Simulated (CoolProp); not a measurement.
Vapour-liquid equilibrium of R22 (1) + C3F8 (R218) (2) at 0.0707 MPa; x and y are mole fractions of (1).

The numbers come from the multi-fluid Helmholtz-energy mixture model, Kamei 1995 and Lemmon 2006; pair parameters Bell 2016 in CoolProp.

Q: Give the bubble temperature and the first vapour's composition at x = 0.05, 0.35, 0.8. Is there an azeotrope?

A: x = 0.05: 225.9 K, y = 0.169; x = 0.35: 219.2 K, y = 0.532; x = 0.8: 219.1 K, y = 0.648. y crosses x between x = 0.5 and 0.65: the model has an azeotrope there.

Pair parameters are fitted to limited data, so mixtures are less certain than the pure fluids.
